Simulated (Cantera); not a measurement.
A Cantera script and what it prints.

```python
import numpy as np
import cantera as ct

gas_names = """
    CL CL2 N N2 Si SiCL SiCL2 SiCL3 SiCL4 SiN Si2 Si2N Si3
""".split()
cond_names = """
    Si(cr) Si(L) Si3N4(a)
""".split()


def load(file, names, dense=False):
    # The tables refer to 1 bar. Condensed volumes are neglected.
    table = {s.name: s for s in ct.Species.list_from_file(file)}
    out = []
    for n in names:
        d = dict(table[n].input_data)
        d["thermo"] = dict(d["thermo"], **{"reference-pressure": 1e5})
        if dense:
            d["equation-of-state"] = {"model": "constant-volume", "density": "1e6 g/cm^3"}
        out.append(ct.Species.from_dict(d))
    return out


gas = ct.Solution(thermo="ideal-gas", species=load("nasa_gas.yaml", gas_names))
cond = {s.name: ct.Solution(thermo="fixed-stoichiometry", species=[s], name=s.name)
        for s in load("nasa_condensed.yaml", cond_names, dense=True)}
atoms = {
    'Si2Cl6': {'Si': 2, 'CL': 6},
    'N2': {'N': 2},
}
top_T = {'Si3N4(a)': 2400}  # K; cautious upper limits of use, not melting points


def equilibrate(T, P, feed):
    n = {}
    for name, mol in feed.items():
        for a, k in atoms[name].items():
            n[a] = n.get(a, 0.0) + k * mol
    gas.TPX = T, P, n
    mass = sum(n.values()) * gas.mean_molecular_weight
    gas.equilibrate("TP")
    valid = [c for c in cond.values() if c.min_temp <= T <= top_T.get(c.name, c.max_temp)]
    mix = ct.Mixture([(gas, mass / gas.mean_molecular_weight)] + [(c, 0.0) for c in valid])
    mix.T, mix.P = T, P
    mix.equilibrate("TP", solver="vcs", rtol=1e-11, max_steps=5000)
    return mix


results = []
feed = {'Si2Cl6': 1, 'N2': 160}  # mol
P = 1300  # Pa
for T in [825, 925, 1025, 1125, 1225, 1325, 1425, 1525, 1625, 1725]:
    mix = equilibrate(T, P, feed)
    results.append((T, P, feed, dict(zip(mix.species_names, mix.species_moles))))

top = {s: max(r[3][s] / sum(r[3][g] for g in gas_names) for r in results) for s in gas_names}
cols = sorted((s for s in top if top[s] > 0.001), key=lambda s: -top[s])[:8]
seen = [c for c in cond_names if any(r[3].get(c, 0) > 1e-12 for r in results)]
print("log10 of partial pressures in bar; condensed amounts in mol")
print(f"{'T/K':>10s}" + "".join(f"{s[:9]:>10s}" for s in cols + seen))
for T, P, feed, n in results:
    ng = sum(n[g] for g in gas_names)
    print(f"{T:10.4g}" + "".join(f"{np.log10(max(n[s] / ng * P / 1e5, 1e-99)):10.3f}" for s in cols)
          + "".join(f"{n.get(c, 0):10.4g}" for c in seen))
```

It prints:

```
log10 of partial pressures in bar; condensed amounts in mol
       T/K        N2     SiCL4     SiCL2        CL     SiCL3  Si3N4(a)
       825    -1.890    -3.917   -11.164   -12.351    -8.513    0.1667
       925    -1.890    -3.917    -9.225   -10.800    -7.370    0.1666
      1025    -1.890    -3.918    -7.670    -9.550    -6.454    0.1663
      1125    -1.890    -3.923    -6.399    -8.522    -5.706    0.1638
      1225    -1.890    -3.948    -5.350    -7.665    -5.098    0.1492
      1325    -1.891    -4.055    -4.506    -6.958    -4.648   0.07886
      1425    -1.891    -4.196    -4.191    -6.170    -4.491         0
      1525    -1.892    -4.224    -4.189    -5.303    -4.443         0
      1625    -1.892    -4.317    -4.136    -4.604    -4.410         0
      1725    -1.894    -4.607    -4.005    -4.132    -4.442         0
```

Cantera equilibrium calculation (NASA polynomials, part measured and part estimated; ideal gas, pure solids and liquids). The feed counts by its element totals alone. N2 is the only nitrogen source here; it is nearly inert below about 1500 K, so the nitride shown seldom forms there in practice. The tables' values for SiCl3 are old estimates; treat these amounts as uncertain.
